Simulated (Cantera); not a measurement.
Input: 1 mol SiCl4, 0.27 mol O3, 2.9 mol N2, equilibrated at 100000 Pa.

These are equilibrium values from Cantera (NASA tables, ideal gas, pure condensed phases), not measurements of a reactor. Candidate condensed phases: Si, SiO2, Si2N2O, Si3N4; 23 gas species. The tables' values for SiCl3 are old estimates; treat these amounts as uncertain. The tables hold silica as quartz up to 1696 K and as liquid above; real silica turns to tridymite and cristobalite and melts near 1996 K. Rates play no part.

x: gas mole fraction; n: condensed amount in mol.

```tsv
T (K)	x N2	x Cl	x Cl2	x SiCl4	x SiCl3	x SiCl2	n SiO2(α-quartz)	n SiO2(β-quartz)	n SiO2(condensed)	n SiO2(l)
748	0.674	1.12e-6	0.188	0.138	<1e-12	<1e-12	0.405	0	0	0
848	0.674	1.16e-5	0.188	0.138	<1e-12	<1e-12	0	0.405	0	0
948	0.674	7.42e-5	0.188	0.138	3.60e-11	<1e-12	0	0.405	0	0
1048	0.674	0.000334	0.188	0.138	9.35e-10	<1e-12	0	0.405	0	0
1148	0.673	0.00116	0.187	0.138	1.37e-8	<1e-12	0	0.405	0	0
1248	0.673	0.00330	0.186	0.138	1.30e-7	<1e-12	0	0.405	0	0
1348	0.671	0.00803	0.183	0.138	8.86e-7	(withheld)	0	0.405	0	0
1448	0.668	0.0172	0.178	0.137	4.63e-6	(withheld)	0	0.405	0	0
1548	0.663	0.0328	0.169	0.136	1.97e-5	(withheld)	0	0.405	0	0
1648	0.654	0.0569	0.154	0.134	7.11e-5	(withheld)	0	0.405	0	0
1748	0.643	0.0901	0.135	0.132	0.000226	(withheld)	0	0	0.405	0
1848	0.629	0.131	0.111	0.128	0.000651	(withheld)	0	0	0.405	0
1948	0.614	0.175	0.0848	0.124	0.00174	(withheld)	0	0	0.405	0
2048	0.599	0.218	0.0608	0.118	0.00432	(withheld)	0	0	0	0.405
```

Task: What belongs in the gaps?

Result: 
- 1348, x SiCl2: 2.86e-11
- 1448, x SiCl2: 5.75e-10
- 1548, x SiCl2: 7.99e-9
- 1648, x SiCl2: 8.31e-8
- 1748, x SiCl2: 6.92e-7
- 1848, x SiCl2: 4.87e-6
- 1948, x SiCl2: 3.03e-5
- 2048, x SiCl2: 0.000169
